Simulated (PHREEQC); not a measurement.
A solution holds 2.7 mmol/kgw Cu(BF4)2, 6.4 mmol/kgw HCl and 0.87 mmol/kgw H3BO3, at 25 °C. Closed to the air; pH follows from the charge balance.

The numbers come from PHREEQC with the ion-association model, phreeqc.dat.

No solid was allowed to form.

Task: Order these B species by the share of B that they hold, largest first: BF4-, BF3OH-, H3BO3, BF2(OH)2-.

Result: BF4- (62 %), H3BO3 (30 %), BF3OH- (5.7 %), BF2(OH)2- (1.9 %)

Task: Order these F species by the share of F that they hold, largest first: F-, HF, BF4-, BF3OH-, BF2(OH)2-.

Result: BF4- (73 %), HF (19 %), BF3OH- (5.0 %), F- (2.6 %), BF2(OH)2- (1.1 %)

The pH is 2.27 and the ionic strength 0.0140 mol/kgw. Real BF4- forms and hydrolyses slowly; the run takes it at equilibrium.
